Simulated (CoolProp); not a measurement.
A closed Brayton cycle with carbon dioxide: compressor inlet 324.15 K and 7.8 MPa, high pressure 21 MPa, turbine inlet 750 K, compressor efficiency 0.8, turbine efficiency 0.85, recuperator effectiveness 0.95 (on enthalpy, no pinch check). Each further row changes one setting.

Computed with CoolProp (reference Helmholtz-energy equation of state, Span 1996).

```
case                           thermal efficiency (%)  net work (kJ/kg)  compressor to turbine work  compressor exit (K)  turbine exit (K)
-----------------------------  ----------------------  ----------------  --------------------------  -------------------  ----------------
as stated                                           …              54.2                        0.51                411.0             644.1
turbine inlet 700 K                              25.0              45.6                           …                411.0             597.9
compressor inlet 334.15 K                        25.9                 …                        0.56                426.6             644.1
high pressure 17.8 MPa                           28.1              48.1                           …                396.0             661.4
recuperator effectiveness 0.5                    17.3              54.2                        0.51                411.0             644.1
```

Question: Some entries are withheld; supply them.

Answer: 
- as stated, thermal efficiency (%): 28.0
- turbine inlet 700 K, compressor to turbine work: 0.55
- compressor inlet 334.15 K, net work (kJ/kg): 47.8
- high pressure 17.8 MPa, compressor to turbine work: 0.48
